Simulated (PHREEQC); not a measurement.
# Acid mine or pickling water: speciation

Synthetic water in mg/L, 25 °C, pH 2.27, pe 8.4:

```tsv
constituent	mg/L
Na	177
K	131
Ca	721
Mg	246
Cl	539
S(6) as SO4	3090
B	0.237
Cd	15.8
Cu(2)	7.09
Mn(2)	2.62
```

Na is adjusted to close the charge balance.
Valence states are taken as typed.

Model: ion-association model, wateq4f.dat, run in PHREEQC.

This is a speciation only: nothing precipitates in the calculation.

### Question
Estimate the ionic strength.

### Answer
ionic strength 0.0895 mol/kgw.

### Question
In which forms is Mn present?

### Answer
Mn+2 67 %, MnSO4 32 %, MnCl+ 1.7 % of the Mn.

Examples of supersaturated solids here: Gypsum. Others may be too. Species that the database lacks are ignored.
